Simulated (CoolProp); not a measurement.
Vapour-liquid equilibrium of R125 (1) + propane (2) at 235.6 K; x and y are mole fractions of (1).

The numbers come from the multi-fluid Helmholtz-energy mixture model, Lemmon 2005 and Lemmon 2009; pair parameters Bell 2016 in CoolProp.

### Question
Give the bubble pressure and the first vapour's composition at x = 0.2, 0.5, 0.65. Is there an azeotrope?

### Answer
x = 0.2: 2.051 bar, y = 0.470; x = 0.5: 2.231 bar, y = 0.566; x = 0.65: 2.231 bar, y = 0.598. y crosses x between x = 0.5 and 0.65: the model has an azeotrope there.

Pair parameters are fitted to limited data, so mixtures are less certain than the pure fluids. With so large a gap from Raoult's law the liquid may split in two, which this calculation doesn't test in full.
